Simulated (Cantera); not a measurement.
A perfectly stirred reactor is fed with 0.151 % H₂, 28.5 % O₂, 71.3 % N₂, equivalence ratio 0.0027, at 0.0300 bar; it is held at 1325 K, and followed from long to short residence time.

Detailed kinetics in Cantera: GRI-Mech 3.0 (53 species, 325 reactions). Radical loss at walls, strong at low pressure, is not modelled.

x: mole fraction; the columns are a selection and need not sum to one.

```csv
τ (s),x H₂,x O₂,x NO,x N₂O,x H,x H₂O,x O
13,1.86e-6,0.285,?,5.53e-8,7.39e-7,0.00148,0.000119
3.6,3.85e-6,0.285,?,5.36e-8,2.35e-6,0.00147,0.000257
0.97,8.23e-6,0.284,?,4.80e-8,6.70e-6,0.00145,0.000509
0.26,1.91e-5,0.284,?,3.78e-8,1.50e-5,0.00141,0.000836
0.072,4.97e-5,0.284,?,2.30e-8,2.52e-5,0.00135,0.00107
0.020,0.000143,0.284,?,9.20e-9,3.53e-5,0.00122,0.00109
0.0053,0.000432,0.284,2.55e-10,2.19e-9,3.83e-5,0.000904,0.000837
0.0015,0.00117,0.285,9.70e-12,1.84e-10,1.28e-5,0.000254,0.000238
0.00039,0.00151,0.285,<1e-12,<1e-12,4.98e-10,1.85e-9,4.31e-9
0.00011,0.00151,0.285,<1e-12,<1e-12,2.49e-10,8.85e-11,6.72e-10
```

Question: Fill in the missing entries.

Answer: 
- 13, x NO: 2.33e-7
- 3.6, x NO: 1.37e-7
- 0.97, x NO: 6.92e-8
- 0.26, x NO: 2.70e-8
- 0.072, x NO: 7.50e-9
- 0.020, x NO: 1.58e-9
